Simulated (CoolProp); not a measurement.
Vapour-liquid equilibrium of methane (1) + ethane (2) at 0.0521 MPa; x and y are mole fractions of (1).

Computed with CoolProp (multi-fluid Helmholtz-energy mixture model, Setzmann 1991 and Bücker 2006; pair parameters Kunz 2012).

| x | bubble temperature (°C) | y at the bubble point | dew temperature at overall composition x (°C) | liquid density (mol/L) |
|---|---|---|---|---|
| 0.05 | -130.4 | 0.907 | -100.9 | 19.96 |
| 0.2 | -152.8 | 0.994 | -103.6 | 21.60 |
| 0.35 | -159.4 | 0.998 | -106.7 | 22.70 |
| 0.5 | -162.9 | 0.999 | -110.4 | 23.72 |
| 0.65 | -165.2 | 1.000 | -115.2 | 24.71 |
| 0.8 | -166.9 | 1.000 | -122.1 | 25.69 |
| 0.95 | -168.5 | 1.000 | -136.5 | 26.67 |

No azeotrope shows between x = 0.05 and 0.95.

Pair parameters are fitted to limited data, so mixtures are less certain than the pure fluids.
